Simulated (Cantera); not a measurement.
Cantera run:

```python
import numpy as np
import cantera as ct

gas_names = """
    AL ALN ALO ALO2 AL2 AL2O AL2O2 N NO NO2 NO3 N2 N2O O O2 O3
""".split()
cond_names = """
    AL(cr) AL(L) ALN(s) AL2O3(a) AL2O3(L)
""".split()


def load(file, names, dense=False):
    # The tables refer to 1 bar. Condensed volumes are neglected.
    table = {s.name: s for s in ct.Species.list_from_file(file)}
    out = []
    for n in names:
        d = dict(table[n].input_data)
        d["thermo"] = dict(d["thermo"], **{"reference-pressure": 1e5})
        if dense:
            d["equation-of-state"] = {"model": "constant-volume", "density": "1e6 g/cm^3"}
        out.append(ct.Species.from_dict(d))
    return out


gas = ct.Solution(thermo="ideal-gas", species=load("nasa_gas.yaml", gas_names))
cond = {s.name: ct.Solution(thermo="fixed-stoichiometry", species=[s], name=s.name)
        for s in load("nasa_condensed.yaml", cond_names, dense=True)}
atoms = {
    'Al2O3': {'AL': 2, 'O': 3},
    'N2': {'N': 2},
}
top_T = {'ALN(s)': 2750}  # K; cautious upper limits of use, not melting points


def equilibrate(T, P, feed):
    n = {}
    for name, mol in feed.items():
        for a, k in atoms[name].items():
            n[a] = n.get(a, 0.0) + k * mol
    gas.TPX = T, P, n
    mass = sum(n.values()) * gas.mean_molecular_weight
    gas.equilibrate("TP")
    valid = [c for c in cond.values() if c.min_temp <= T <= top_T.get(c.name, c.max_temp)]
    mix = ct.Mixture([(gas, mass / gas.mean_molecular_weight)] + [(c, 0.0) for c in valid])
    mix.T, mix.P = T, P
    mix.equilibrate("TP", solver="vcs", rtol=1e-11, max_steps=5000)
    return mix


results = []
feed = {'Al2O3': 1, 'N2': 0.091}  # mol
P = 1.9  # Pa
for T in [1523, 1723, 1923, 2123, 2323, 2523, 2723, 2923]:
    mix = equilibrate(T, P, feed)
    results.append((T, P, feed, dict(zip(mix.species_names, mix.species_moles))))

top = {s: max(r[3][s] / sum(r[3][g] for g in gas_names) for r in results) for s in gas_names}
cols = sorted((s for s in top if top[s] > 0.001), key=lambda s: -top[s])[:5]
seen = [c for c in cond_names if any(r[3].get(c, 0) > 1e-12 for r in results)]
print("log10 of partial pressures in bar; condensed amounts in mol")
print(f"{'T/K':>10s}" + "".join(f"{s[:9]:>10s}" for s in cols + seen))
for T, P, feed, n in results:
    ng = sum(n[g] for g in gas_names)
    print(f"{T:10.4g}" + "".join(f"{np.log10(max(n[s] / ng * P / 1e5, 1e-99)):10.3f}" for s in cols)
          + "".join(f"{n.get(c, 0):10.4g}" for c in seen))
```

Output:

```
log10 of partial pressures in bar; condensed amounts in mol
       T/K        N2         O        AL       ALO      AL2O  AL2O3(a)
      1523    -4.721   -13.348   -12.967   -14.708   -15.833         1
      1723    -4.721   -10.764   -10.746   -11.966   -13.019         1
      1923    -4.721    -8.780    -8.903    -9.772   -10.686         1
      2123    -4.724    -7.195    -7.379    -7.986    -8.760    0.9999
      2323    -4.783    -5.887    -6.116    -6.511    -7.169    0.9967
      2523    -6.411    -5.007    -5.234    -5.668    -6.412         0
      2723    -6.464    -4.963    -5.144    -6.316    -7.797         0
      2923    -6.474    -4.954    -5.130    -6.968    -9.150         0
```

Equilibrium computed with Cantera from the NASA thermochemical tables; the gas is ideal and each condensed phase is pure.
